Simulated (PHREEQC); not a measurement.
Solution (65 °C): 0.0042 mol HCl, 0.00039 mol CuSO4 and 3.3e-05 mol CuCl2 per kg of water. Closed to the air; pH follows from the charge balance.

Model: ion-association model, phreeqc.dat, run in PHREEQC.

```yaml
pH: 2.43
ionic_strength: 0.00545 mol/kgw
specific_conductance: 3520 µS/cm
total_alkalinity: -4.20 meq/kg
```

```
species  molality  activity   log γ
-------  --------  --------  ------
Cl-       0.00425   0.00390  -0.037
H+        0.00404   0.00374  -0.033
Cu+2     0.000393  0.000284  -0.142
SO4-2    0.000215  0.000154  -0.145
HSO4-    0.000164  0.000150  -0.037
CuCl+     1.82e-5   1.67e-5  -0.037
CuSO4     1.13e-5   1.14e-5   0.001
CuCl2     5.12e-8   5.13e-8   0.001
```

This is a speciation only: nothing precipitates in the calculation. Constants without temperature data keep their 25 °C values here.
